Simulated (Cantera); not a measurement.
## Transport properties of process gases

Gas mixture: NO = 0.068 (molar parts), at 1330 Pa, frozen composition.

Cantera's kinetic-theory transport with the Lennard-Jones parameters of GRI-Mech 3.0, ideal gas; thermal conductivity in the mixture-averaged form. The composition is frozen, though it would react at the higher temperatures.

```
T (K)  ρ (kg/m³)  cp (J/kg/K)  μ (µPa s)  λ (mW/m/K)     Pr  D (cm²/s) H  D (cm²/s) C₂H₂  D (cm²/s) NH₃
-----  ---------  -----------  ---------  ----------  -----  -----------  --------------  -------------
400       0.0120        998.6       23.1        32.4  0.712          154            21.0           28.7
600      0.00802         1041       30.6        45.1  0.706          311            42.7           60.2
800      0.00601         1092       37.1        57.3  0.708          506            69.7            100
1000     0.00481         1133       42.9        68.6  0.709          736             102            147
1200     0.00401         1159       48.4        79.3  0.707          998             138            201
1400     0.00344         1181       53.4        89.4  0.706         1290             179            262
```
D: mixture-averaged diffusion coefficient of that species in the mixture.
